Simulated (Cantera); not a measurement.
Feed: 1 mol CuO, a varied amount of CH4, 0.9 mol N2, at 1650 K and 38.0 mbar.

Equilibrium computed with Cantera from the NASA thermochemical tables; the gas is ideal and each condensed phase is pure. Candidate condensed phases: C, C6H6, C7H8, C8H18, Cu, CuO, Cu(OH)2, Cu2O, H2O; 139 gas species. The numbers say what is thermodynamically allowed, not how fast it happens.

log p: log10 of the partial pressure in bar; n: condensed amount in mol.

```
n(CH4) (mol)  log p H2  log p N2  log p CO  log p H2O  log p CO2  log p Cu  n Cu(l)  n C(graphite)
------------  --------  --------  --------  ---------  ---------  --------  -------  -------------
0.54             -1.98     -1.87     -2.16      -2.24      -2.93     -4.09    0.995              0
0.8              -1.78     -1.99     -2.05      -2.71      -3.48     -4.09    0.993              0
1.1              -1.69     -2.08     -2.03      -6.92      -7.77     -4.09    0.991         0.0958
1.3              -1.66     -2.12     -2.07      -6.93          …     -4.09    0.990              …
1.6              -1.62     -2.18     -2.13      -6.94          …     -4.09    0.989              …
1.8              -1.61     -2.21     -2.16      -6.96      -8.02     -4.09    0.988          0.794
2.1              -1.58     -2.25     -2.21      -6.98      -8.11     -4.09    0.987           1.09
2.3              -1.57     -2.28     -2.23      -7.00      -8.17     -4.09    0.986           1.29
2.6              -1.56     -2.32     -2.27      -7.02      -8.24     -4.09    0.985           1.59
2.9              -1.54     -2.36     -2.31      -7.04      -8.31     -4.09    0.983           1.89
3.1              -1.54     -2.38     -2.33      -7.06      -8.36     -4.09    0.983           2.09
```

Q: Complete the blanks.

A: 
- 1.6, log p CO2: -7.96
- 1.6, n C(graphite): 0.595
- 1.3, log p CO2: -7.85
- 1.3, n C(graphite): 0.295
